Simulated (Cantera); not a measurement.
Predominance diagram of Ba at 1502 °C against the partial pressures of O₂ and H₂O (log10, bar). Cantera with NASA thermochemical tables; ideal gases at 1 bar, condensed phases pure. Candidates: Ba(l), BaO(s), Ba(OH)₂(l). Only these pure phases compete in this equilibrium. Not in the tables: the peroxide.

Task: Which phase is stable at these pairs, and which metal-bearing vapour leads over it? (-12.5, -1.2); (-2.4, -0.1); (-2.4, -10); (-4.6, -0.1); (1, -4.5); (-9.1, -2.3); (-2.4, -3.4)

Result: 
| log p(O₂) | log p(H₂O) | phase | chief vapour | log p (bar) |
|---|---|---|---|---|
| -12.5 | -1.2 | BaO(s) | Ba(OH)₂ | -3.3 |
| -2.4 | -0.1 | BaO(s) | Ba(OH)₂ | -2.2 |
| -2.4 | -10 | BaO(s) | Ba | -10.5 |
| -4.6 | -0.1 | BaO(s) | Ba(OH)₂ | -2.2 |
| 1 | -4.5 | BaO(s) | Ba(OH)₂ | -6.6 |
| -9.1 | -2.3 | BaO(s) | Ba(OH)₂ | -4.4 |
| -2.4 | -3.4 | BaO(s) | Ba(OH)₂ | -5.5 |
